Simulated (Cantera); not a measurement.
An adiabatic, constant-pressure homogeneous reactor starts with CH₄ : O₂ : N₂ = 1 : 1.82 : 6.84 (molar parts), at 975 K and 500000 Pa. Integrator tolerance rtol = 1e-08.

Computed with Cantera and GRI-Mech 3.0 (53 species, 325 reactions). Below about 1000 K GRI-Mech 3.0 lacks low-temperature oxidation paths.

### Question
What does this change do: initial temperature 975 to 950 K?

### Answer
```
quantity                                                            before                                    after
---------------------------------  ---------------------------------------  ---------------------------------------
time of steepest temperature rise                                  0.291 s                                  0.459 s
temperature at 6.00 s                                               2621 K                                   2608 K
equilibrium temperature                                             2621 K                                   2608 K
x(CH₄) at 6.00 s                     <1e-12 (gas-phase equilibrium <1e-12)    <1e-12 (gas-phase equilibrium <1e-12)
x(O₂) at 6.00 s                    0.00339 (gas-phase equilibrium 0.00339)  0.00315 (gas-phase equilibrium 0.00315)
x(OH) at 6.00 s                    0.00668 (gas-phase equilibrium 0.00668)  0.00634 (gas-phase equilibrium 0.00634)
x(CH₃) at 6.00 s                     <1e-12 (gas-phase equilibrium <1e-12)    <1e-12 (gas-phase equilibrium <1e-12)
x(CO₂) at 6.00 s                     0.0660 (gas-phase equilibrium 0.0660)    0.0666 (gas-phase equilibrium 0.0666)
```

### Question
What does this change do: initial temperature 975 to 1325 K?

### Answer
```csv
quantity,before,after
time of steepest temperature rise,0.291 s,2.29 ms
temperature at 6.00 s,2621 K,2789 K
equilibrium temperature,2621 K,2789 K
x(CH₄) at 6.00 s,<1e-12 (gas-phase equilibrium <1e-12),<1e-12 (gas-phase equilibrium <1e-12)
x(O₂) at 6.00 s,0.00339 (gas-phase equilibrium 0.00339),0.00720 (gas-phase equilibrium 0.00720)
x(OH) at 6.00 s,0.00668 (gas-phase equilibrium 0.00668),0.0123 (gas-phase equilibrium 0.0123)
x(CH₃) at 6.00 s,<1e-12 (gas-phase equilibrium <1e-12),<1e-12 (gas-phase equilibrium <1e-12)
x(CO₂) at 6.00 s,0.0660 (gas-phase equilibrium 0.0660),0.0563 (gas-phase equilibrium 0.0563)
```
